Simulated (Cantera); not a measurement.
An isothermal, constant-pressure homogeneous reactor starts with CH4 : N2 = 2.2 : 140 (molar parts), at 1475 K and 0.132 atm.

Cantera simulation using GRI-Mech 3.0 (53 species, 325 reactions); the numbers are that mechanism's predictions, not measurements. GRI-Mech 3.0 stops at C3 and has no aromatics, soot or wall deposition, so with more carbon than oxygen in the feed, carbon stays in small species such as C2H2 where larger ones or solid carbon would form.

x: mole fraction; the columns are a selection and need not sum to one.

```csv
t (s),x CH4,x C2H,x C2H6,x H,x C2H4,x HCN
0.000600,0.0155,<1e-12,3.16e-11,1.01e-8,1.50e-11,<1e-12
0.00221,0.0155,<1e-12,1.55e-9,1.01e-8,8.13e-10,<1e-12
0.00811,0.0155,<1e-12,6.29e-8,1.09e-8,4.03e-8,<1e-12
0.0298,0.0154,<1e-12,1.48e-6,___,1.68e-6,<1e-12
0.110,0.0153,5.16e-12,1.34e-5,___,4.58e-5,1.70e-11
0.403,0.0139,1.81e-10,2.86e-5,___,0.000374,1.09e-9
1.48,0.0106,7.80e-10,1.06e-5,___,0.000175,1.04e-8
5.44,0.00610,1.47e-9,2.90e-6,___,4.20e-5,4.47e-8
20.0,0.00220,2.22e-9,4.02e-7,___,1.10e-5,1.32e-7
```

### Question
Fill in the missing entries.

### Answer

- 0.0298, x H: 1.94e-8
- 0.110, x H: 9.35e-8
- 0.403, x H: 6.19e-7
- 1.48, x H: 1.54e-6
- 5.44, x H: 2.75e-6
- 20.0, x H: 4.15e-6
